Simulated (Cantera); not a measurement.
An adiabatic, constant-volume homogeneous reactor starts with 11.2 % CH4, 18.7 % O2, 70.1 % N2, equivalence ratio 1.2, at 1423 K and 1200 Torr.

Detailed kinetics in Cantera: GRI-Mech 3.0 (53 species, 325 reactions).

One state of this run: T (K) = 2956; P (bar) = 3.57; x CH4 = <1e-12; x O2 = 0.00815; x CH2 = <1e-12; x HO2 = 5.87e-6; x OH = 0.0195. x: mole fraction; the columns are a selection and need not sum to one.

Task: Which value of t (s) does it belong to?
(A) 1.00e-6
(B) 4.79e-5
(C) 1.32e-5
(D) 0.400

Result: D, 0.400
